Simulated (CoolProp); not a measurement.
Vapour-liquid equilibrium of R134a (1) + R227EA (2) at 0.0825 MPa; x and y are mole fractions of (1).

Values from CoolProp's multi-fluid Helmholtz-energy mixture model, Tillner-Roth 1994 and Lemmon 2016; pair parameters Bell 2016.

```json
[
 {"x": "0.05", "bubble temperature (K)": "…", "y at the bubble point": "0.084", "dew temperature at overall composition x (K)": "251.6", "liquid density (mol/L)": "9.343"},
 {"x": "0.15", "bubble temperature (K)": "249.8", "y at the bubble point": "0.232", "dew temperature at overall composition x (K)": "250.6", "liquid density (mol/L)": "9.688"},
 {"x": "0.25", "bubble temperature (K)": "248.4", "y at the bubble point": "0.357", "dew temperature at overall composition x (K)": "249.6", "liquid density (mol/L)": "10.05"},
 {"x": "0.35", "bubble temperature (K)": "247.3", "y at the bubble point": "…", "dew temperature at overall composition x (K)": "248.5", "liquid density (mol/L)": "10.43"},
 {"x": "0.45", "bubble temperature (K)": "246.3", "y at the bubble point": "0.562", "dew temperature at overall composition x (K)": "247.5", "liquid density (mol/L)": "10.84"},
 {"x": "0.55", "bubble temperature (K)": "245.4", "y at the bubble point": "0.649", "dew temperature at overall composition x (K)": "246.4", "liquid density (mol/L)": "11.27"},
 {"x": "0.65", "bubble temperature (K)": "244.7", "y at the bubble point": "0.730", "dew temperature at overall composition x (K)": "245.4", "liquid density (mol/L)": "11.73"},
 {"x": "0.75", "bubble temperature (K)": "244.0", "y at the bubble point": "0.808", "dew temperature at overall composition x (K)": "244.5", "liquid density (mol/L)": "12.22"},
 {"x": "0.85", "bubble temperature (K)": "243.4", "y at the bubble point": "…", "dew temperature at overall composition x (K)": "243.7", "liquid density (mol/L)": "12.75"},
 {"x": "0.95", "bubble temperature (K)": "…", "y at the bubble point": "0.960", "dew temperature at overall composition x (K)": "…", "liquid density (mol/L)": "13.32"}
]
```

Question: Complete the blanks.

Answer: 
- 0.05, bubble temperature (K): 251.3
- 0.35, y at the bubble point: 0.466
- 0.85, y at the bubble point: 0.883
- 0.95, bubble temperature (K): 242.9
- 0.95, dew temperature at overall composition x (K): 243.0

No azeotrope shows between x = 0.05 and 0.95.

Pair parameters are fitted to limited data, so mixtures are less certain than the pure fluids.
